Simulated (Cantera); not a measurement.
An adiabatic, constant-volume homogeneous reactor starts with CH₄ : CO : O₂ : N₂ = 1 : 0.68 : 5.57 : 20.9 (molar parts), at 1250 K and 3.26 atm. Integrator tolerance rtol = 1e-08.

Cantera simulation using GRI-Mech 3.0 (53 species, 325 reactions); the numbers are that mechanism's predictions, not measurements.

**Question.** What does this change do: initial temperature 1250 to 1450 K?

**Answer.** 
```csv
quantity,before,after
time of steepest temperature rise,5.12 ms,0.496 ms
temperature at 0.900 s,2362 K,2498 K
equilibrium temperature,2362 K,2498 K
x(CH₄) at 0.900 s,<1e-12 (gas-phase equilibrium <1e-12),<1e-12 (gas-phase equilibrium <1e-12)
x(CO) at 0.900 s,0.00123 (gas-phase equilibrium 0.00123),0.00271 (gas-phase equilibrium 0.00271)
x(O₂) at 0.900 s,0.109 (gas-phase equilibrium 0.109),0.107 (gas-phase equilibrium 0.107)
x(HCN) at 0.900 s,<1e-12 (gas-phase equilibrium <1e-12),4.75e-12 (gas-phase equilibrium 4.75e-12)
x(CH₂CO) at 0.900 s,<1e-12 (gas-phase equilibrium <1e-12),<1e-12 (gas-phase equilibrium <1e-12)
x(NO) at 0.900 s,0.0125 (gas-phase equilibrium 0.0125),0.0159 (gas-phase equilibrium 0.0159)
```

**Question.** What does this change do: constant pressure in place of constant volume?

**Answer.** 
```json
[
 {"quantity": "time of steepest temperature rise", "before": "5.12 ms", "after": "5.28 ms"},
 {"quantity": "temperature at 0.900 s", "before": "2362 K", "after": "2157 K"},
 {"quantity": "equilibrium temperature", "before": "2362 K", "after": "2157 K"},
 {"quantity": "x(CH₄) at 0.900 s", "before": "<1e-12 (gas-phase equilibrium <1e-12)", "after": "<1e-12 (gas-phase equilibrium <1e-12)"},
 {"quantity": "x(CO) at 0.900 s", "before": "0.00123 (gas-phase equilibrium 0.00123)", "after": "0.000444 (gas-phase equilibrium 0.000444)"},
 {"quantity": "x(O₂) at 0.900 s", "before": "0.109 (gas-phase equilibrium 0.109)", "after": "0.111 (gas-phase equilibrium 0.111)"},
 {"quantity": "x(HCN) at 0.900 s", "before": "<1e-12 (gas-phase equilibrium <1e-12)", "after": "<1e-12 (gas-phase equilibrium <1e-12)"},
 {"quantity": "x(CH₂CO) at 0.900 s", "before": "<1e-12 (gas-phase equilibrium <1e-12)", "after": "<1e-12 (gas-phase equilibrium <1e-12)"},
 {"quantity": "x(NO) at 0.900 s", "before": "0.0125 (gas-phase equilibrium 0.0125)", "after": "0.00808 (gas-phase equilibrium 0.00814)"}
]
```
